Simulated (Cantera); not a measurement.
Mixture: CH₄ : C₂H₆ : C₃H₈ : O₂ : N₂ : CO₂ = 1 : 0.14 : 0.14 : 2.13 : 8 : 2.1 (molar parts), equivalence ratio 1.5, at 1.01 bar, adiabatic and at constant pressure. Ignition delay is the time to a rise of 400 K.

Detailed kinetics in Cantera: GRI-Mech 3.0 (53 species, 325 reactions).

**Question.** What does this change do: N2 8 to 12 parts?

**Answer.** 
| quantity | before | after |
|---|---|---|
| delay at 1100 K | 23.8 ms | 31.0 ms |
| delay at 1300 K | 1.46 ms | 1.92 ms |
| delay at 1500 K | 0.181 ms | 0.238 ms |
| delay at 1700 K | 46.8 µs | 60.8 µs |
| delay at 1900 K | 19.3 µs | 25.0 µs |
| apparent activation energy between 1800 and 2000 K | 110 kJ/mol | 110 kJ/mol |

**Question.** What does this change do: CO2 2.1 to 1.5 parts?

**Answer.** 
```tsv
quantity	before	after
delay at 1100 K	23.8 ms	22.5 ms
delay at 1300 K	1.46 ms	1.37 ms
delay at 1500 K	0.181 ms	0.169 ms
delay at 1700 K	46.8 µs	43.6 µs
delay at 1900 K	19.3 µs	18.0 µs
apparent activation energy between 1800 and 2000 K	110 kJ/mol	110 kJ/mol
```
